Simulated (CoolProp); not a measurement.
Vapour-liquid equilibrium of R134a (1) + methanol (2) at 0.0418 MPa; x and y are mole fractions of (1).

Computed with CoolProp (multi-fluid Helmholtz-energy mixture model, Tillner-Roth 1994 and de Reuck 1993; pair parameters Bell 2016).

Question: Give the bubble temperature and the first vapour's composition at x = 0.35, 0.55, 0.65. Is there an azeotrope?

Answer: x = 0.35: -35.4 °C, y = 0.994; x = 0.55: -37.4 °C, y = 0.995; x = 0.65: -38.4 °C, y = 0.996. No azeotrope shows between x = 0.05 and 0.95.

The pair parameters rest on a limited set of measurements; away from them the model extrapolates. With so large a gap from Raoult's law the liquid may split in two, which this calculation doesn't test in full.
